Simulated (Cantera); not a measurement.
An isothermal, constant-pressure homogeneous reactor starts with H₂ : O₂ = 0.094 : 1 (molar parts), at 1425 K and 26.3 Torr. Integrator tolerance rtol = 1e-08.

Computed with Cantera and GRI-Mech 3.0 (53 species, 325 reactions). Radical loss at walls, strong at low pressure, is not modelled. The temperature is held fixed by assumption; the heat of reaction is taken as removed at once.

Question: What does this change do: pressure from 26.3 Torr to 1.50 Torr?

Answer: 
```tsv
quantity	before	after
x(H₂) at 20.0 s	3.33e-7 (gas-phase equilibrium 3.33e-7)	5.11e-5 (gas-phase equilibrium 1.39e-6)
x(O₂) at 20.0 s	0.910 (gas-phase equilibrium 0.910)	0.908 (gas-phase equilibrium 0.910)
x(OH) at 20.0 s	0.000125 (gas-phase equilibrium 0.000125)	0.00154 (gas-phase equilibrium 0.000255)
x(H₂O₂) at 20.0 s	2.11e-9 (gas-phase equilibrium 2.11e-9)	2.92e-9 (gas-phase equilibrium 5.03e-10)
x(H₂O) at 20.0 s	0.0897 (gas-phase equilibrium 0.0897)	0.0888 (gas-phase equilibrium 0.0896)
x(O) at 20.0 s	7.12e-6 (gas-phase equilibrium 7.12e-6)	0.00110 (gas-phase equilibrium 2.98e-5)
```
